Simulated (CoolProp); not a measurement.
Vapour-liquid equilibrium of benzene (1) + octamethylcyclotetrasiloxane (D4) (2) at 883 kPa; x and y are mole fractions of (1).

The numbers come from the multi-fluid Helmholtz-energy mixture model, Thol 2012 and Thol 2015; pair parameters Bell 2016 in CoolProp.

```csv
x,bubble temperature (°C),y at the bubble point,dew temperature at overall composition x (°C),liquid density (mol/L)
0.05,279.8,0.099,282.9,2.006
0.2,258.5,0.409,273.3,2.492
0.35,236.1,0.656,262.9,3.081
0.5,216.3,0.813,251.0,3.807
0.65,199.9,0.905,236.8,4.750
0.8,186.2,0.961,218.2,6.066
0.95,174.7,0.993,189.3,8.056
```

No azeotrope shows between x = 0.05 and 0.95.

Pair parameters are fitted to limited data, so mixtures are less certain than the pure fluids.
